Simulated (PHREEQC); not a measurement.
**Brine (model solution)**

Solution (25 °C): 0.83 mol/kgw Na2CO3 and 0.79 mol/kgw KCl. Closed to the air; pH follows from the charge balance.

Equilibrium calculation in PHREEQC: Pitzer model, pitzer.dat.

Each row changes one thing in this solution. This is a speciation only: nothing precipitates in the calculation.

| case | pH | ionic strength (mol/kgw) | SI of Sylvite (KCl) | SI of Halite (NaCl) |
|---|---|---|---|---|
| as made | 11.66 | 3.27 | -1.61 | -2.01 |
| diluted 100-fold with water | 10.94 | 0.0318 | -5.26 | -5.61 |
| Na2CO3 replaced by Na2SO4 at the same molality | 7.33 | 3.28 | -1.70 | -2.01 |
| Na2CO3 replaced by NaOH at the same molality | 13.79 | 1.62 | -1.53 | -2.20 |
| KCl from 0.79 to 1.58 mol/kgw | 11.67 | 4.07 | -0.99 | -1.67 |
| KCl from 0.79 to 0.158 mol/kgw | 11.66 | 2.64 | -3.01 | -2.73 |
| Na2CO3 from 0.83 to 0.083 mol/kgw | 11.19 | 1.04 | -1.55 | -2.89 |

In brines, pH and single-ion activities rest on the MacInnes convention.
